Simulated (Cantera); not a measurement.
Feed: 1 mol Al2O3, 0.49 mol H2, held at 1673.15 K and 13.3 mbar.

These are equilibrium values from Cantera (NASA tables, ideal gas, pure condensed phases), not measurements of a reactor. Candidate condensed phases: Al, Al2O3, H2O; 19 gas species. Equilibrium is a limit: real reactors are often held back by kinetics, nucleation or transport.

Base state: H2 0.999, H 0.000987, H2O 1.33e-5 (mole fractions); condensed: Al2O3(s).

### Question
What changes in the equilibrium state with this change: temperature from 1673.15 K to 2498 K?

### Answer
```json
[
 {"species": "H2", "before": "0.999", "after": "0.781"},
 {"species": "H", "before": "0.000987", "after": "0.191"},
 {"species": "H2O", "before": "1.33e-5", "after": "0.0161"},
 {"species": "Al", "before": "7.22e-6", "after": "0.00744"},
 {"species": "OH", "before": "<1e-9", "after": "0.000811"},
 {"species": "AlO", "before": "<1e-9", "after": "0.000619"},
 {"species": "O", "before": "<1e-9", "after": "0.000130"},
 {"species": "Al2O3(s), mol", "before": "1.000", "after": "0"},
 {"species": "Al2O3(l), mol", "before": "0", "after": "0.996"}
]
```
The tables' values for AlOH are old estimates; treat these amounts as uncertain.
